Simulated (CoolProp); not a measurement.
Vapour-liquid equilibrium of acetone (1) + ethanol (2) at 0.123 bar; x and y are mole fractions of (1).

Computed with CoolProp (multi-fluid Helmholtz-energy mixture model, Lemmon 2006 and Schroeder 2014; pair parameters Bell 2016).

| x | bubble temperature, mixture model (K) | bubble temperature, Raoult's law (K) | y, mixture model | y, Raoult's law |
|---|---|---|---|---|
| 0.05 | 301.1 | 303.9 | 0.275 | 0.159 |
| 0.15 | 294.4 | 299.8 | 0.552 | 0.402 |
| 0.25 | 290.3 | 296.1 | 0.682 | 0.572 |
| 0.35 | 287.5 | 292.9 | 0.755 | 0.694 |
| 0.45 | 285.6 | 290.0 | 0.804 | 0.783 |
| 0.55 | 284.0 | 287.4 | 0.842 | 0.849 |
| 0.65 | 282.7 | 285.1 | 0.876 | 0.898 |
| 0.75 | 281.5 | 283.0 | 0.908 | 0.937 |
| 0.85 | 280.3 | 281.1 | 0.942 | 0.966 |
| 0.95 | 279.1 | 279.4 | 0.979 | 0.990 |

The largest gap from Raoult's law is -5.8 K in bubble temperature, at x = 0.25. No azeotrope shows between x = 0.05 and 0.95.

The pair parameters rest on a limited set of measurements; away from them the model extrapolates.
